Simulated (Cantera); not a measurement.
A perfectly stirred reactor is fed with 3.02 % C3H8, 20.4 % O2, 76.6 % N2, equivalence ratio 0.74, at 4200 Torr; it is adiabatic with a 450 K inlet, and is followed from long to short residence time, starting on the burning branch (τ in s: 0.13, 0.054, 0.022, 0.009, 0.0036, 0.0015, 0.00061, 0.00025, 0.0001, 4.1e-05, 1.7e-05, 6.8e-06).

Model: GRI-Mech 3.0 (53 species, 325 reactions), integrated in Cantera. GRI-Mech 3.0 was tuned for natural gas; its chemistry of propane as a main component is partial and can be far from experiment.

Predict: blow-out, bracketed by the residence times tried; x(C3H8) at τ = 0.130 s; x(O2) at τ = 0.130 s; x(CH4) at τ = 0.130 s; x(H) at τ = 0.130 s; x(HCO) at τ = 0.130 s; x(C3H8) at τ = 0.610 ms; x(O2) at τ = 0.610 ms; x(CH4) at τ = 0.610 ms; x(H) at τ = 0.610 ms; x(HCO) at τ = 0.610 ms.


| Quantity | Value |
|---|---|
| blow-out, bracketed by the residence times tried | burning at 41.0 µs, out at 17.0 µs |
| x(C3H8) at τ = 0.130 s | 8.41e-8 |
| x(O2) at τ = 0.130 s | 0.0510 |
| x(CH4) at τ = 0.130 s | 9.68e-8 |
| x(H) at τ = 0.130 s | 1.24e-5 |
| x(HCO) at τ = 0.130 s | 2.10e-9 |
| x(C3H8) at τ = 0.610 ms | 8.53e-6 |
| x(O2) at τ = 0.610 ms | 0.0533 |
| x(CH4) at τ = 0.610 ms | 2.76e-6 |
| x(H) at τ = 0.610 ms | 0.000279 |
| x(HCO) at τ = 0.610 ms | 5.58e-7 |
